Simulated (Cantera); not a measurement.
Input: 1 mol Si, 0.83 mol HCl, 1.7 mol H2, at 1675 K and 0.170 bar.

Method: chemical equilibrium by Gibbs-energy minimisation in Cantera with the NASA 1993 tables (ideal gas, pure condensed phases). Candidate condensed phases: Si; 19 gas species. The tables' values for SiCl3, SiCl are old estimates; treat these amounts as uncertain. Equilibrium is a limit: real reactors are often held back by kinetics, nucleation or transport.

Problem. What is the equilibrium state?

Solution. 
| Quantity | Value |
|---|---|
| x(H2) | 0.770 |
| x(HCl) | 0.136 |
| x(SiCl2) | 0.0867 |
| x(SiCl3) | 0.00506 |
| x(SiHCl3) | 0.000626 |
| x(SiCl4) | 0.000613 |
| x(H) | 0.000247 |
| x(SiH2Cl2) | 0.000110 |
| x(Cl) | 3.41e-5 |
| n(Si(s)) | 0.765 mol |
| gas amount | 2.521 mol |
